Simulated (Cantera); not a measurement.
Cantera run:

```python
import numpy as np
import cantera as ct

gas_names = """
    C CO CO2 C2 C2O C3 C3O2 C4 C5 O O2 O3 Pb PbO Pb2
""".split()
cond_names = """
    C(gr) Pb(cr) Pb(L) PbO(rd) PbO(yw) PbO(L) PbO2(s) Pb3O4(s)
""".split()


def load(file, names, dense=False):
    # The tables refer to 1 bar. Condensed volumes are neglected.
    table = {s.name: s for s in ct.Species.list_from_file(file)}
    out = []
    for n in names:
        d = dict(table[n].input_data)
        d["thermo"] = dict(d["thermo"], **{"reference-pressure": 1e5})
        if dense:
            d["equation-of-state"] = {"model": "constant-volume", "density": "1e6 g/cm^3"}
        out.append(ct.Species.from_dict(d))
    return out


gas = ct.Solution(thermo="ideal-gas", species=load("nasa_gas.yaml", gas_names))
cond = {s.name: ct.Solution(thermo="fixed-stoichiometry", species=[s], name=s.name)
        for s in load("nasa_condensed.yaml", cond_names, dense=True)}
atoms = {
    'PbO': {'Pb': 1, 'O': 1},
    'CO': {'C': 1, 'O': 1},
}
top_T = {'C(gr)': 4500, 'Pb3O4(s)': 820}  # K; cautious upper limits of use, not melting points


def equilibrate(T, P, feed):
    n = {}
    for name, mol in feed.items():
        for a, k in atoms[name].items():
            n[a] = n.get(a, 0.0) + k * mol
    gas.TPX = T, P, n
    mass = sum(n.values()) * gas.mean_molecular_weight
    gas.equilibrate("TP")
    valid = [c for c in cond.values() if c.min_temp <= T <= top_T.get(c.name, c.max_temp)]
    mix = ct.Mixture([(gas, mass / gas.mean_molecular_weight)] + [(c, 0.0) for c in valid])
    mix.T, mix.P = T, P
    mix.equilibrate("TP", solver="vcs", rtol=1e-11, max_steps=5000)
    return mix


results = []
feed = {'PbO': 1, 'CO': 2.8}  # mol
P = 170  # Pa
for T in [973, 1173, 1373, 1573, 1773, 1973, 2173]:
    mix = equilibrate(T, P, feed)
    results.append((T, P, feed, dict(zip(mix.species_names, mix.species_moles))))

top = {s: max(r[3][s] / sum(r[3][g] for g in gas_names) for r in results) for s in gas_names}
cols = sorted((s for s in top if top[s] > 0.001), key=lambda s: -top[s])[:8]
seen = [c for c in cond_names if any(r[3].get(c, 0) > 1e-12 for r in results)]
print("log10 of partial pressures in bar; condensed amounts in mol")
print(f"{'T/K':>10s}" + "".join(f"{s[:9]:>10s}" for s in cols + seen))
for T, P, feed, n in results:
    ng = sum(n[g] for g in gas_names)
    print(f"{T:10.4g}" + "".join(f"{np.log10(max(n[s] / ng * P / 1e5, 1e-99)):10.3f}" for s in cols)
          + "".join(f"{n.get(c, 0):10.4g}" for c in seen))
```

It prints:

```
log10 of partial pressures in bar; condensed amounts in mol
       T/K        CO       CO2        Pb       PbO        O2         O     Pb(L)
       973    -2.964    -3.219    -5.058   -11.255   -21.761   -21.050    0.9855
      1173    -3.085    -3.341    -3.375    -8.140   -16.592   -16.151   0.07606
      1373    -3.094    -3.349    -3.349    -7.107   -12.940   -12.680         0
      1573    -3.094    -3.350    -3.350    -6.362   -10.226   -10.094         0
      1773    -3.093    -3.351    -3.351    -5.794    -8.135    -8.095         0
      1973    -3.091    -3.355    -3.354    -5.352    -6.483    -6.507         0
      2173    -3.082    -3.380    -3.362    -5.032    -5.199    -5.243         0
```

Equilibrium computed with Cantera from the NASA thermochemical tables; the gas is ideal and each condensed phase is pure.
